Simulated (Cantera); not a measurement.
A perfectly stirred reactor is fed with CH3OH : O2 : N2 = 0.0028 : 0.02 : 1 (molar parts), equivalence ratio 0.21, at 3.20 bar; it is held at 1398 K, and followed from long to short residence time.

Computed with Cantera and GRI-Mech 3.0 (53 species, 325 reactions). GRI-Mech 3.0 was tuned for natural gas; its chemistry of methanol as a main component is partial and can be far from experiment.

Task: Predict: x(CH3OH) at τ = 17.0 s; x(O2) at τ = 17.0 s; x(NO) at τ = 17.0 s; x(NO2) at τ = 17.0 s; x(CH3OH) at τ = 0.290 s; x(O2) at τ = 0.290 s; x(NO) at τ = 0.290 s; x(NO2) at τ = 0.290 s.

Result: x(CH3OH) at τ = 17.0 s: 7.02e-8
x(O2) at τ = 17.0 s: 0.0154
x(NO) at τ = 17.0 s: 6.36e-7
x(NO2) at τ = 17.0 s: 8.93e-9
x(CH3OH) at τ = 0.290 s: 1.22e-6
x(O2) at τ = 0.290 s: 0.0154
x(NO) at τ = 0.290 s: 7.71e-7
x(NO2) at τ = 0.290 s: 2.68e-8
